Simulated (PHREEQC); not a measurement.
Consider water at 50 °C with 0.00039 mol LiF per kg of water. Closed to the air; pH follows from the charge balance.

The numbers come from PHREEQC with the ion-association model, wateq4f.dat.

```json
{
 "pH": "6.78",
 "ionic_strength": "0.000390 mol/kgw"
}
```

```csv
species,molality,activity,log γ
Li+,0.000390,0.000381,-0.010
F-,0.000390,0.000381,-0.010
OH-,3.25e-7,3.17e-7,-0.010
H+,1.71e-7,1.67e-7,-0.010
HF,1.53e-7,1.53e-7,0.000
```

Precipitation was switched off in this run. Constants without temperature data keep their 25 °C values here.
